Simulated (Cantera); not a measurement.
Cantera run:

```python
import numpy as np
import cantera as ct

gas_names = """
    B BCL BCL2 BCL3 BH BH2 BH3 BN B2 CL CL2 H HCL H2 N NH NH2 NH3 N2 N2H2 N2H4
""".split()
cond_names = """
    B(b) B(L) BN(s) NH4CL(a) NH4CL(b)
""".split()


# ... load() reads the species with a 1 bar reference pressure and builds the phases ...
atoms = {
    'BN': {'B': 1, 'N': 1},
    'HCl': {'H': 1, 'CL': 1},
    'H2': {'H': 2},
    'Cl2': {'CL': 2},
}
top_T = {'BN(s)': 3200}  # K; cautious upper limits of use, not melting points


# ... equilibrate(T, P, feed) seeds the gas with the atoms and calls Mixture.equilibrate('TP', solver="vcs", rtol=1e-11, max_steps=5000) ...
results = []
feed = {'BN': 1, 'HCl': 40, 'H2': 1.4, 'Cl2': 6.7}  # mol
P = 3200  # Pa
for T in [973, 1073, 1173, 1273, 1373, 1473, 1573, 1673, 1773, 1873, 1973, 2073]:
    mix = equilibrate(T, P, feed)
    results.append((T, P, feed, dict(zip(mix.species_names, mix.species_moles))))

top = {s: max(r[3][s] / sum(r[3][g] for g in gas_names) for r in results) for s in gas_names}
cols = sorted((s for s in top if top[s] > 0.0001), key=lambda s: -top[s])[:9]
seen = [c for c in cond_names if any(r[3].get(c, 0) > 1e-12 for r in results)]
print("log10 of partial pressures in bar; condensed amounts in mol")
print(f"{'T/K':>10s}" + "".join(f"{s[:9]:>10s}" for s in cols + seen))
for T, P, feed, n in results:
    ng = sum(n[g] for g in gas_names)
    print(f"{T:10.4g}" + "".join(f"{np.log10(max(n[s] / ng * P / 1e5, 1e-99)):10.3f}" for s in cols)
          + "".join(f"{n.get(c, 0):10.4g}" for c in seen))
```

It prints:

```
log10 of partial pressures in bar; condensed amounts in mol
       T/K       HCL        CL       CL2      BCL3        N2        H2      BCL2         H       BCL
       973    -1.546    -4.890    -2.598    -3.177    -3.478   -11.295   -14.346   -14.614   -22.187
      1073    -1.546    -4.270    -2.602    -3.177    -3.478   -10.347   -12.734   -13.027   -19.471
      1173    -1.547    -3.758    -2.614    -3.178    -3.479    -9.552   -11.396   -11.704   -17.212
      1273    -1.549    -3.334    -2.642    -3.180    -3.481    -8.864   -10.261   -10.579   -15.293
      1373    -1.553    -2.990    -2.704    -3.184    -3.485    -8.243    -9.276    -9.599   -13.620
      1473    -1.559    -2.724    -2.821    -3.190    -3.491    -7.647    -8.398    -8.721   -12.115
      1573    -1.566    -2.538    -3.016    -3.197    -3.498    -7.037    -7.588    -7.909   -10.712
      1673    -1.572    -2.426    -3.295    -3.203    -3.504    -6.393    -6.822    -7.140    -9.370
      1773    -1.576    -2.371    -3.629    -3.207    -3.508    -5.729    -6.098    -6.411    -8.092
      1873    -1.578    -2.346    -3.978    -3.211    -3.510    -5.085    -5.428    -5.733    -6.903
      1973    -1.580    -2.330    -4.305    -3.222    -3.511    -4.492    -4.826    -5.116    -5.827
      2073    -1.585    -2.308    -4.586    -3.258    -3.513    -3.977    -4.317    -4.569    -4.898
```

Cantera equilibrium calculation (NASA polynomials, part measured and part estimated; ideal gas, pure solids and liquids). The tables' values for BCl2, BCl are old estimates; treat these amounts as uncertain. Gases not in the tables: BHCl2.
